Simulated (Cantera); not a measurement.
A closed system holds: 1 mol Si3H8, 3.7 mol HCl, 31 mol H2, held at 1725 K and 0.0130 bar.

These are equilibrium values from Cantera (NASA tables, ideal gas, pure condensed phases), not measurements of a reactor. Candidate condensed phases: Si; 19 gas species. The feed counts by its element totals alone. The tables' values for SiCl3, SiCl are old estimates; treat these amounts as uncertain. Gases not in the tables: Si2H6 and higher silanes. Kinetics and transport are ignored.

Base state: H2 0.918, HCl 0.0642, SiCl2 0.0155, H 0.00156, Cl 8.45e-5, SiCl3 8.41e-5, SiCl 8.21e-5, Si 7.81e-5 (mole fractions); condensed: Si(l).

### Question
What changes in the equilibrium state with this change: temperature from 1725 K to 1225 K?

### Answer
```csv
species,before,after
H2,0.918,0.925
HCl,0.0642,0.0609
SiCl2,0.0155,0.00978
Si,7.81e-5,<1e-9
SiH,1.22e-5,<1e-9
SiCl,8.21e-5,2.46e-8
SiCl4,8.55e-7,0.00198
SiH2,1.58e-5,1.80e-8
"Si(l), mol",2.39,0
"Si(s), mol",0,2.45
```
The tables' values for SiCl3 are old estimates; treat these amounts as uncertain.
